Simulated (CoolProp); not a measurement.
Properties of cyclohexane along the isobar 5.6 MPa.

Model: reference Helmholtz-energy equation of state, Zhou 2014, in CoolProp.

| T (°C) | phase | cv (kJ/(kg K)) | speed of sound (m/s) | Joule-Thomson coefficient (K/MPa) |
|---|---|---|---|---|
| 263.55 | liquid | 2.454 | 321.2 | 0.9507 |
| 269.05 | liquid | 2.482 | 296.4 | 1.170 |
| 274.65 | liquid | 2.510 | 270.4 | 1.465 |
| 280.15 | liquid | 2.540 | 243.9 | 1.867 |
| 285.75 | supercritical | 2.573 | 215.9 | 2.463 |
| 291.25 | supercritical | 2.608 | 187.5 | 3.371 |
| 296.85 | supercritical | 2.648 | 158.8 | 4.867 |
| 302.45 | supercritical | 2.691 | 135.3 | 7.057 |
| 307.95 | supercritical | 2.724 | 124.3 | 9.081 |
| 313.55 | supercritical | 2.740 | 123.7 | 10.07 |
| 319.05 | supercritical | 2.747 | 128.2 | 10.07 |
| 324.65 | supercritical | 2.752 | 134.7 | 9.569 |
| 330.15 | supercritical | 2.757 | 141.3 | 8.943 |
| 335.75 | supercritical | 2.764 | 147.9 | 8.312 |
| 341.25 | supercritical | 2.773 | 154.0 | 7.746 |
| 346.85 | supercritical | 2.783 | 159.8 | 7.230 |
